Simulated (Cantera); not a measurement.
What does this Cantera script print?

```python
import numpy as np
import cantera as ct

gas_names = """
    AL ALCL ALCL2 ALCL3 ALH ALN AL2 AL2CL6 CL CL2 H HCL H2 N NH NH2 NH3 N2 N2H2 N2H4
""".split()
cond_names = """
    AL(cr) AL(L) ALCL3(s) ALCL3(L) ALN(s) NH4CL(a) NH4CL(b)
""".split()


# ... load() reads the species with a 1 bar reference pressure and builds the phases ...
atoms = {
    'AlN': {'AL': 1, 'N': 1},
    'HCl': {'H': 1, 'CL': 1},
    'H2': {'H': 2},
}
top_T = {'ALN(s)': 2750}  # K; cautious upper limits of use, not melting points


# ... equilibrate(T, P, feed) seeds the gas with the atoms and calls Mixture.equilibrate('TP', solver="vcs", rtol=1e-11, max_steps=5000) ...
results = []
feed = {'AlN': 1, 'HCl': 28, 'H2': 15}  # mol
T = 1525  # K
P = 10000  # Pa
mix = equilibrate(T, P, feed)
results.append((T, P, feed, dict(zip(mix.species_names, mix.species_moles))))
x = sorted(zip(gas.X, gas.species_names), reverse=True)
print(f"T = {T:g} K  P = {P:g} Pa  gas = {mix.phase_moles(0):.4g} mol")
print("   x: " + "  ".join(f"{s} {v:.3e}" for v, s in x if v > 0.001))
print("   condensed (mol): " + ("  ".join(f"{mix.phase(i).name} {mix.phase_moles(i):.4g}"
      for i in range(1, mix.n_phases) if mix.phase_moles(i) > 1e-12) or "none"))
```

It prints:

```
T = 1525 K  P = 10000 Pa  gas = 43.01 mol
   x: HCL 5.815e-01  H2 3.835e-01  ALCL3 2.302e-02  N2 1.163e-02
   condensed (mol): none
```

Equilibrium computed with Cantera from the NASA thermochemical tables; the gas is ideal and each condensed phase is pure. The tables' values for AlCl2 are old estimates; treat these amounts as uncertain.
